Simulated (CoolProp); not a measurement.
The fluid at 298.15 K and 0.08 MPa is throttled through a valve to 0.00784 MPa with no heat exchange. The same conditions are run with several fluids, on thermodynamics alone (safety and materials aside).

Values from CoolProp's reference Helmholtz-energy equation of state of each fluid (R11: Jacobsen 1992; R245fa: Akasaka 2015; R143a: Lemmon and Jacobsen 2000; carbon monoxide: Lemmon 2006; R507A: Lemmon 2003). Blends and air are pseudo-pure fits.

Problem. Rank R11, R245fa, R143a, carbon monoxide, R507A by temperature change (K), highest first.

Solution. carbon monoxide (-0.2), R507A (-1.2), R143a (-1.4), R245fa (-2.2), R11 (-2.9)

| fluid | final density (kg/m³) |
|---|---|
| R11 | 0.440 |
| R245fa | 0.428 |
| R143a | 0.267 |
| carbon monoxide | 0.0886 |
| R507A | 0.314 |
